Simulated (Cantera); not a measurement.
Standard-state values (1 bar) from the NASA 1993 polynomials, evaluated with Cantera. Values are per mole of reaction as written; species without (g) are pure solids or liquids, kept so even where they would boil at 1 bar.

**Question.** Between 300 and 1750 K, where is each reaction favourable under standard conditions?
- H₂O(g) + TiCl₄(g) = OH(g) + HCl(g) + TiCl₃(g)

**Answer.** 
- H₂O(g) + TiCl₄(g) = OH(g) + HCl(g) + TiCl₃(g): ΔG° is 370 kJ at 300 K and 159 kJ at 1750 K; it stays positive (K < 1). ΔH° is 412 kJ and ΔS° 145 J/K at 1750 K.
